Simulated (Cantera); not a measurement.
A closed system holds: 1 mol SiCl4, 0.07 mol C3H8, 64 mol H2, 0.025 mol CH4, equilibrated at 1723.15 K and 0.00200 bar.

Method: chemical equilibrium by Gibbs-energy minimisation in Cantera with the NASA 1993 tables (ideal gas, pure condensed phases). Mutual solubility and eutectic melting of coexisting phases are not modelled. The tables' values for SiCl, SiCl3 are old estimates; treat these amounts as uncertain. Gases not in the tables: Si2H6 and higher silanes. Kinetics and transport are ignored.

```csv
species,before,after
H2,0.943,0.907
HCl,0.0450,0.0509
H,0.00396,0.0291
Si,0.000493,0.00711
Si2C,3.41e-6,0.000175
Si2,2.34e-6,3.05e-5
Cl,0.000147,0.00122
SiH,3.08e-5,0.000218
SiCl3,1.11e-5,1.86e-6
SiCl,0.000142,0.000571
"Si(l), mol",0.225,0
"SiC(s), mol",0.235,0.222
```
Gas species are given as mole fractions.

Problem. Which change was made?
A. temperature from 1723.15 K to 1975 K
B. H2 from 64 to 110 mol
C. SiCl4 replaced by SiH2Cl2
D. pressure from 0.00200 bar to 0.970 bar

Solution. A, temperature from 1723.15 K to 1975 K. The tables' values for SiCl are old estimates; treat these amounts as uncertain
